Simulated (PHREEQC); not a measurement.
Solution (40 °C): 0.078 mol/kgw NH4BF4. It is in equilibrium with CO2 at log p = -1 (atm). Otherwise closed; pH follows from the charge balance.

Model: ion-association model, phreeqc.dat, run in PHREEQC.

```tsv
quantity	before	after
pH	2.77	5.50
ionic strength (mol/kgw)	0.0800	0.0760
HF (mol/kgw)	0.00856	0.000362
F- (mol/kgw)	0.00339	0.0754
HF2- (mol/kgw)	0.000122	0.000115
HCO3- (mol/kgw)	8.90e-7	0.000469
```

Task: Name the change that produced these shifts.
(A) NH4BF4 replaced by NaF at the same molality
(B) NH4BF4 from 0.078 to 0.156 mol/kgw
(C) NH4BF4 from 0.078 to 0.0702 mol/kgw
(D) diluted 10-fold with water
(E) NH4BF4 from 0.078 to 0.0156 mol/kgw

Result: A, NH4BF4 replaced by NaF at the same molality

Precipitation was switched off in this run. At this temperature some constants are extrapolated from 25 °C, and those without enthalpy data are left unchanged. Real BF4- forms and hydrolyses slowly; the run takes it at equilibrium.
